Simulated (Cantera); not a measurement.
Charge: 1 mol SiHCl3, 0.55 mol NH3, 14 mol N2, equilibrated at 1.00 bar.

Equilibrium computed with Cantera from the NASA thermochemical tables; the gas is ideal and each condensed phase is pure. Candidate condensed phases: NH4Cl, Si, Si3N4; 28 gas species. The tables' values for SiCl3 are old estimates; treat these amounts as uncertain. Equilibrium is a limit: real reactors are often held back by kinetics, nucleation or transport. All values below are at 1252 °C.

Base state: N2 0.845, HCl 0.106, H2 0.0276, SiCl4 0.0148, SiCl3 0.00367, SiCl2 0.00270, SiHCl3 0.000435, Cl 1.21e-5 (mole fractions); condensed: Si3N4(s).

Q: What changes in the equilibrium state with this change: pressure from 1.00 bar to 0.0133 bar?

A: 
```csv
species,before,after
N2,0.845,0.836
HCl,0.106,0.0938
SiCl2,0.00270,0.0327
SiCl4,0.0148,0.00161
H2,0.0276,0.0319
H,3.93e-6,3.66e-5
Cl,1.21e-5,8.63e-5
"Si3N4(s), mol",0.215,0.117
```
